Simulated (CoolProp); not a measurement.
Sulfur dioxide along the isobar 21.9 MPa: fugacity coefficient from the reference equation and from simpler models built on Tc = 430.6 K, pc = 7.887 MPa, ω = 0.256; each cubic takes its own stable root.

Values from CoolProp's reference Helmholtz-energy equation of state, Gao 2016.

```json
[
 {"T (K)": "404.7", "phase": "liquid", "reference": "0.2282"},
 {"T (K)": "419.7", "phase": "liquid", "reference": "0.2749"},
 {"T (K)": "434.8", "phase": "supercritical", "reference": "0.3248"},
 {"T (K)": "449.8", "phase": "supercritical", "reference": "0.3758"},
 {"T (K)": "464.8", "phase": "supercritical", "reference": "0.4273"},
 {"T (K)": "479.9", "phase": "supercritical", "reference": "0.4782"},
 {"T (K)": "494.9", "phase": "supercritical", "reference": "0.5267"},
 {"T (K)": "510", "phase": "supercritical", "reference": "0.5721"},
 {"T (K)": "525", "phase": "supercritical", "reference": "0.6136"}
]
```

Q: How far does each simpler model (van der Waals, Redlich-Kwong, Soave-Redlich-Kwong, Peng-Robinson) lie from the reference over these 9 states: mean and median of the absolute difference, and the worst?

A: 
- van der Waals: mean 12.7 %, median 6.9 %, worst +38.6 % at 404.7 K and 21.9 MPa
- Redlich-Kwong: mean 5.0 %, median 3.5 %, worst +13.5 % at 404.7 K and 21.9 MPa
- Soave-Redlich-Kwong: mean 6.1 %, median 6.2 %, worst +7.4 % at 404.7 K and 21.9 MPa
- Peng-Robinson: mean 0.8 %, median 0.5 %, worst -1.9 % at 525 K and 21.9 MPa
